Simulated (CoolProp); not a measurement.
c-C4F8 (RC318) along the isobar 421 kPa: density (kg/m³) from the reference equation and from simpler models built on Tc = 388.4 K, pc = 2778 kPa, ω = 0.355; each cubic takes its own stable root.

Computed with CoolProp (reference Helmholtz-energy equation of state, Platzer 1990). This equation is an older, rougher fit; its heat capacities, sound speeds and derivatives of the liquid may be far off and weren't checked against measurements.

```json
[
 {"T (K)": "304.9", "phase": "liquid", "reference": "1471"},
 {"T (K)": "322.7", "phase": "gas", "reference": "35.02"},
 {"T (K)": "340.4", "phase": "gas", "reference": "32.51"},
 {"T (K)": "358.1", "phase": "gas", "reference": "30.41"},
 {"T (K)": "375.9", "phase": "gas", "reference": "28.62"},
 {"T (K)": "393.6", "phase": "gas", "reference": "27.07"},
 {"T (K)": "411.3", "phase": "gas", "reference": "25.71"},
 {"T (K)": "429.1", "phase": "gas", "reference": "24.48"},
 {"T (K)": "446.8", "phase": "gas", "reference": "23.39"},
 {"T (K)": "464.5", "phase": "gas", "reference": "22.40"},
 {"T (K)": "482.3", "phase": "gas", "reference": "21.49"},
 {"T (K)": "500", "phase": "gas", "reference": "20.66"}
]
```

Question: How far does each simpler model (van der Waals, Redlich-Kwong, Soave-Redlich-Kwong, Peng-Robinson) lie from the reference over these 12 states: mean and median of the absolute difference, and the worst?

Answer: 
- van der Waals: mean 8.9 %, median 0.5 %, worst -97.5 % at 304.9 K and 421 kPa
- Redlich-Kwong: mean 8.5 %, median 0.4 %, worst -97.5 % at 304.9 K and 421 kPa
- Soave-Redlich-Kwong: mean 0.7 %, median 0.1 %, worst -6.9 % at 304.9 K and 421 kPa
- Peng-Robinson: mean 1.1 %, median 0.7 %, worst +5.6 % at 304.9 K and 421 kPa

At some of these states van der Waals, Redlich-Kwong gives the other phase, because its saturation line lies elsewhere.
